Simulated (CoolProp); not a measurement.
Vapour-liquid equilibrium of R1234yf (1) + R1234ze(E) (2) at -57.25 °C; x and y are mole fractions of (1).

Computed with CoolProp (multi-fluid Helmholtz-energy mixture model, Lemmon 2022 and Thol 2016; pair parameters Bell 2022).

```
x     bubble pressure, mixture model (MPa)  bubble pressure, Raoult's law (MPa)  y, mixture model  y, Raoult's law
----  ------------------------------------  -----------------------------------  ----------------  ---------------
0.05                               0.01404                              0.01393             0.095            0.089
0.2                                0.01591                              0.01565             0.323            0.317
0.35                               0.01765                              0.01736             0.500            0.500
0.5                                0.01931                              0.01907             0.644            0.650
0.65                               0.02095                              0.02078             0.768            0.775
0.8                                0.02258                              0.02249             0.876            0.881
0.95                               0.02423                              0.02421             0.971            0.972
```

The largest gap from Raoult's law is +1.7 % in bubble pressure, at x = 0.2. No azeotrope shows between x = 0.05 and 0.95.

The pair parameters rest on a limited set of measurements; away from them the model extrapolates.
